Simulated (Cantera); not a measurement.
A freely propagating, adiabatic, planar premixed flame of CH₃OH : O₂ : N₂ : CO₂ = 1 : 1 : 3.76 : 0.15 (molar parts), unburnt at 625 K and 735 Torr; mixture-averaged transport, grid criteria slope 0.08 and curve 0.16, no radiation.

Computed with Cantera and GRI-Mech 3.0 (53 species, 325 reactions). GRI-Mech 3.0 was tuned for natural gas; its chemistry of methanol as a main component is partial and can be far from experiment. Burning velocities carry a grid error of a few per cent, more on coarse grids.

Problem. How do the results move with these cheaper or finer settings: unity-Lewis-number transport; multicomponent transport; multicomponent+Soret transport; grid criteria slope 0.5, curve 1; grid criteria slope 0.25, curve 0.5; grid criteria slope 0.03, curve 0.06?

Solution. 
| setting | laminar burning velocity | thermal thickness | peak x(HCO) | peak x(CH₄) | grid points |
|---|---|---|---|---|---|
| as above | 144 cm/s | 0.239 mm | 0.000432 | 0.000453 | 136 |
| unity-Lewis-number transport | 82.9 cm/s | 0.374 mm | 0.000238 | 0.000425 | 134 |
| multicomponent transport | 143 cm/s | 0.242 mm | 0.000432 | 0.000456 | 137 |
| multicomponent+Soret transport | 141 cm/s | 0.242 mm | 0.000428 | 0.000440 | 139 |
| grid criteria slope 0.5, curve 1 | 163 cm/s | 0.262 mm | 0.000437 | 0.000472 | 46 |
| grid criteria slope 0.25, curve 0.5 | 156 cm/s | 0.247 mm | 0.000443 | 0.000458 | 60 |
| grid criteria slope 0.03, curve 0.06 | 140 cm/s | 0.236 mm | 0.000428 | 0.000447 | 336 |
The base run took around 11 core-seconds (rough).
Unity Lewis numbers drop preferential diffusion, which matters most where H2 and H carry the flame; Soret adds thermal diffusion.
